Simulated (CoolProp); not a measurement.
A single-stage vapour-compression cycle with methanol: evaporating at 304.15 K (dew point), condensing at 349.15 K (bubble point), superheat 10 K, subcooling 5 K, compressor efficiency 0.65, no pressure losses. Each further row changes one setting.

The numbers come from the reference Helmholtz-energy equation of state, de Reuck 1993 in CoolProp.

```csv
case,cooling COP,pressure ratio,discharge temperature (K),refrigerating effect (kJ/kg),volumetric capacity (kJ/m³)
as stated,…,6.81,484.6,1080,309
evaporating temperature 309.15 K,…,5.33,467.3,1080,…
condensing temperature 344.15 K,4.39,5.65,467.3,1090,313
subcooling 10 K,3.90,6.81,484.6,1090,313
superheat 20 K,3.78,6.81,499.6,…,303
compressor efficiency 0.55,3.26,6.81,511.4,1080,309
```

Problem. Fill in the missing entries.

Solution. 
- as stated, cooling COP: 3.85
- evaporating temperature 309.15 K, cooling COP: 4.48
- evaporating temperature 309.15 K, volumetric capacity (kJ/m³): 391
- superheat 20 K, refrigerating effect (kJ/kg): 1100
